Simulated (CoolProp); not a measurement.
The fluid at 298.15 K and 0.186 MPa (gas) is heated at constant pressure to 335.5 K. The same conditions are run with several fluids, on thermodynamics alone (safety and materials aside).

Model: reference Helmholtz-energy equation of state of each fluid (trans-2-butene: Lemmon 2005; dimethyl ether: Wu 2011; R507A: Lemmon 2003; R143a: Lemmon and Jacobsen 2000; ethylene: Smukala 2000), in CoolProp. Blends and air are pseudo-pure fits.

| fluid | heat (kJ/kg) | final density (kg/m³) |
|---|---|---|
| trans-2-butene | 63.6 | 3.89 |
| dimethyl ether | 57.4 | 3.14 |
| R507A | 34.1 | 6.73 |
| R143a | 37.0 | 5.72 |
| ethylene | 60.0 | 1.88 |
